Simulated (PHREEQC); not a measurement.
A solution holds 0.05 mol Cu(NO3)2 and 0.27 mol HNO3 per kg of water, at 83 °C. Closed to the air; pH follows from the charge balance.

All values are PHREEQC results (ion-association model, phreeqc.dat), not measurements.

**Question.** The ionic strength comes out as 0.420 mol/kgw. What activity coefficients do Cu+2, H+, NO3- get?

**Answer.** Cu+2 0.23, H+ 0.75, NO3- 0.60.

No solid was allowed to form. At this temperature some constants are extrapolated from 25 °C, and those without enthalpy data are left unchanged.
